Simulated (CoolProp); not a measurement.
Computed with CoolProp (reference Helmholtz-energy equation of state, Lemmon 2006). It is a short technical equation, of lower accuracy than the large ones.

Task: Give the vapour pressure (MPa), vapour density (kg/m³), enthalpy of vaporisation (kJ/kg), surface tension (mN/m) of saturated toluene at 6.45, 111.85 °C.

Result: 
```
T (°C)  p (MPa)  vapour density (kg/m³)  enthalpy of vaporisation (kJ/kg)  surface tension (mN/m)
------  -------  ----------------------  --------------------------------  ----------------------
6.45    0.00135                  0.0536                               424                    30.2
111.85    0.105                    3.15                               360                    17.7
```

Surface tension comes from a separate correlation (Mulero 2012).
